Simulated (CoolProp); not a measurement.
n-pentane along the isobar 21.6 bar: fugacity coefficient from the reference equation and from simpler models built on Tc = 469.7 K, pc = 33.68 bar, ω = 0.251; each cubic takes its own stable root.

Computed with CoolProp (reference Helmholtz-energy equation of state, Thol 2019).

```
T (K)   phase  reference
-----  ------  ---------
264.4  liquid   0.008238
287.1  liquid    0.02226
309.9  liquid    0.05052
332.6  liquid    0.09932
355.3  liquid     0.1747
378.1  liquid     0.2812
400.8  liquid     0.4189
423.5  liquid     0.5853
446.2     gas     0.7414
469       gas     0.7845
491.7     gas     0.8178
514.4     gas     0.8446
537.1     gas     0.8666
559.9     gas     0.8851
582.6     gas     0.9007
```

Task: How far does each simpler model (van der Waals, Soave-Redlich-Kwong, Peng-Robinson) lie from the reference over these 15 states: mean and median of the absolute difference, and the worst?

Result: 
- van der Waals: mean 176.1 %, median 28.6 %, worst +1137.0 % at 264.4 K and 21.6 bar
- Soave-Redlich-Kwong: mean 1.1 %, median 0.7 %, worst +2.7 % at 400.8 K and 21.6 bar
- Peng-Robinson: mean 1.0 %, median 1.3 %, worst -2.0 % at 469 K and 21.6 bar

At some of these states van der Waals gives the other phase, because its saturation line lies elsewhere.
